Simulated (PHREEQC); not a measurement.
**Copper plating or etch bath: an equilibrium model**

A solution holds 0.31 mol/kgw CuCl2, 0.27 mol/kgw H2SO4 and 0.73 mol/kgw KCl, at 25 °C. Closed to the air; pH follows from the charge balance.

All values are PHREEQC results (ion-association model, phreeqc.dat), not measurements.

```
Quantity                 Result
-----------------  ------------
pH                         0.57
ionic strength     1.73 mol/kgw
activity of water         0.952
density             1.080 g/cm³
total alkalinity    -540 meq/kg
```

```tsv
species	molality	activity	log γ
Cl-	1.22	0.714	-0.232
K+	0.703	0.403	-0.241
H+	0.372	0.271	-0.137
Cu+2	0.168	0.0301	-0.747
HSO4-	0.168	0.159	-0.025
CuCl+	0.102	0.0579	-0.246
```

This is a speciation only: nothing precipitates in the calculation. The ionic strength is past about 0.7 mol/kgw, beyond the range of this activity model, so the values are rough.
